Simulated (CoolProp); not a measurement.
Vapour pressure (MPa) of propylene glycol: the reference equation beside estimates from Tc = 674.0 K, pc = 7.292 MPa, ω = 0.327. Clausius-Clapeyron is anchored at 570.2 K with a constant enthalpy of vaporisation of 42.22 kJ/mol.

Model: reference Helmholtz-energy equation of state, Eisenbach 2021, in CoolProp.

```json
[
 {"T (K)": "522.5", "reference": "0.5135", "Lee-Kesler": "0.9394", "Clausius-Clapeyron": "0.6096", "van der Waals": "2.413", "Redlich-Kwong": "1.428", "Soave-Redlich-Kwong": "0.9415", "Peng-Robinson": "…"},
 {"T (K)": "538.4", "reference": "0.7288", "Lee-Kesler": "…", "Clausius-Clapeyron": "…", "van der Waals": "2.776", "Redlich-Kwong": "1.774", "Soave-Redlich-Kwong": "…", "Peng-Robinson": "1.221"},
 {"T (K)": "554.3", "reference": "…", "Lee-Kesler": "1.585", "Clausius-Clapeyron": "1.065", "van der Waals": "3.172", "Redlich-Kwong": "2.175", "Soave-Redlich-Kwong": "1.596", "Peng-Robinson": "1.575"},
 {"T (K)": "570.2", "reference": "1.374", "Lee-Kesler": "2.010", "Clausius-Clapeyron": "1.374", "van der Waals": "3.602", "Redlich-Kwong": "2.634", "Soave-Redlich-Kwong": "2.029", "Peng-Robinson": "…"},
 {"T (K)": "586.1", "reference": "1.835", "Lee-Kesler": "2.514", "Clausius-Clapeyron": "…", "van der Waals": "4.067", "Redlich-Kwong": "3.155", "Soave-Redlich-Kwong": "2.544", "Peng-Robinson": "2.511"},
 {"T (K)": "602", "reference": "2.413", "Lee-Kesler": "…", "Clausius-Clapeyron": "2.200", "van der Waals": "4.566", "Redlich-Kwong": "3.740", "Soave-Redlich-Kwong": "3.150", "Peng-Robinson": "3.112"},
 {"T (K)": "617.9", "reference": "3.129", "Lee-Kesler": "3.803", "Clausius-Clapeyron": "2.733", "van der Waals": "5.102", "Redlich-Kwong": "4.394", "Soave-Redlich-Kwong": "3.856", "Peng-Robinson": "3.816"}
]
```

Question: Fill in the missing entries.

Answer: 
- 522.5, Peng-Robinson: 0.9308
- 538.4, Lee-Kesler: 1.231
- 538.4, Clausius-Clapeyron: 0.8122
- 538.4, Soave-Redlich-Kwong: 1.237
- 554.3, reference: 1.011
- 570.2, Peng-Robinson: 2.002
- 586.1, Clausius-Clapeyron: 1.750
- 602, Lee-Kesler: 3.108

Absolute difference from the reference over all 7 rows, mean and median: Lee-Kesler 48.9 and 46.3 %, Clausius-Clapeyron 8.8 and 8.8 %, van der Waals 185.8 and 162.2 %, Redlich-Kwong 99.4 and 91.7 %, Soave-Redlich-Kwong 50.1 and 47.7 %, Peng-Robinson 48.3 and 45.7 %.
